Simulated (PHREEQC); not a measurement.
0.052 g of hydrous ferric oxide (600 m²/g; 0.2 weak and 0.005 strong sites per Fe, Dzombak-Morel constants, diffuse double layer) in 1 kg of water with 0.3 mol/kgw of an inert sodium salt and 3.7e-05 mol ZnCl2 and 1.7e-07 mol Ag2SO4, at 25 °C; the pH is set by adding NaOH or the inert anion's acid. Oxygen is held at 0.21 atm. The system is closed to CO2. Precipitation was switched off in this run.

Base run: PHREEQC, ion-association model, wateq4f.dat. Each further column changes one thing. The table gives Zn sorbed (%).

```tsv
pH	base	no electrostatic term (-no_edl)	background salt from 0.3 to 0.03 mol/kgw	oxide from 0.052 to 0.26 g/kgw	0.00017 mol/kgw PbCl2 added
4	0.0	0.0	0.0	0.0	0.0
4.5	0.0	0.0	0.0	0.2	0.0
5	0.3	0.4	0.4	1.5	0.0
5.5	1.9	2.9	2.0	9.1	0.1
6	6.1	8.1	6.2	27.4	0.3
6.5	12.0	19.5	12.4	48.9	0.5
7	29.9	53.8	31.6	77.9	0.7
7.5	61.4	84.5	63.3	95.3	0.8
8	85.5	95.1	87.1	99.2	1.2
8.5	95.5	97.6	96.1	99.9	1.8
9	97.4	96.3	97.7	99.9	1.9
9.5	96.6	84.3	97.6	99.9	1.0
10	93.9	44.9	96.8	99.8	0.5
```

 In at least one series the solution becomes supersaturated in solids that the run did not let form, among them Litharge.
